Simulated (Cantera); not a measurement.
A Cantera script and its output.

```python
import numpy as np
import cantera as ct

gas = ct.Solution("gri30.yaml")
gas.TPX = 1825, 8700, {'CH4': 1, 'H2': 11}
inlet = ct.Reservoir(gas, clone=True)

reactor = ct.IdealGasConstPressureReactor(gas, energy="off", clone=False)
exhaust = ct.Reservoir(gas, clone=True)
tau = [15, 3.6, 0.84, 0.19, 0.045, 0.011, 0.0024, 0.00057][0]
for a, b in ((inlet, reactor), (reactor, exhaust)):
    ct.MassFlowController(a, b, mdot=lambda t: reactor.mass / tau)
net = ct.ReactorNet([reactor])
show = ['CH4', 'H2', 'C2H', 'H', 'C2H2', 'C2H4', 'C2H6']

rows = []
print(f"{'tau/s':>10s}{'T/K':>9s}" + "".join(f"{s:>11s}" for s in show))
for tau in [15, 3.6, 0.84, 0.19, 0.045, 0.011, 0.0024, 0.00057]:
    net.initial_time = 0.0
    net.advance(30 * tau)
    before = gas.X
    net.advance(40 * tau)
    drift = np.max(np.abs(gas.X - before) / (gas.X + 1e-9))
    rows.append([gas.T, *gas[show].X, drift])
    print(f"{tau:10.3e}{gas.T:9.1f}" + "".join(f"{x:11.3e}" for x in gas[show].X))
```

Output:

```
     tau/s      T/K        CH4         H2        C2H          H       C2H2       C2H4       C2H6
 1.500e+01   1825.0  2.758e-03  9.586e-01  5.470e-07  1.457e-03  3.706e-02  6.147e-05  5.034e-08
 3.600e+00   1825.0  5.454e-03  9.571e-01  5.204e-07  1.434e-03  3.578e-02  6.209e-05  1.870e-07
 8.400e-01   1825.0  1.111e-02  9.540e-01  4.672e-07  1.388e-03  3.308e-02  6.869e-05  7.402e-07
 1.900e-01   1825.0  2.250e-02  9.478e-01  3.711e-07  1.310e-03  2.765e-02  1.017e-04  2.822e-06
 4.500e-02   1825.0  4.110e-02  9.377e-01  2.343e-07  1.207e-03  1.875e-02  2.033e-04  8.506e-06
 1.100e-02   1825.0  6.270e-02  9.260e-01  9.514e-08  1.076e-03  8.434e-03  3.624e-04  1.704e-05
 2.400e-03   1825.0  7.815e-02  9.179e-01  1.170e-08  8.037e-04  1.376e-03  3.357e-04  1.714e-05
 5.700e-04   1825.0  8.254e-02  9.165e-01  8.463e-11  3.257e-04  2.453e-05  4.969e-05  3.986e-06
```

Cantera simulation using GRI-Mech 3.0 (53 species, 325 reactions); the numbers are that mechanism's predictions, not measurements. GRI-Mech 3.0 stops at C3 and has no aromatics, soot or wall deposition, so with more carbon than oxygen in the feed, carbon stays in small species such as C2H2 where larger ones or solid carbon would form.
